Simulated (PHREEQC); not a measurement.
Consider water at 25 °C with 9.7e-05 mol MgSO4 per kg of water. Closed to the air; pH follows from the charge balance.

Model: ion-association model, wateq4f.dat, run in PHREEQC.

```json
{
  "ionic_strength": "0.000381 mol/kgw"
}
```

```csv
species,molality,activity,log γ
Mg+2,9.52e-5,8.72e-5,-0.038
SO4-2,9.52e-5,8.71e-5,-0.039
MgSO4,1.78e-6,1.78e-6,0.000
H+,1.03e-7,1.01e-7,-0.009
OH-,1.01e-7,9.89e-8,-0.010
MgOH+,3.20e-9,3.13e-9,-0.010
```

No solid was allowed to form.
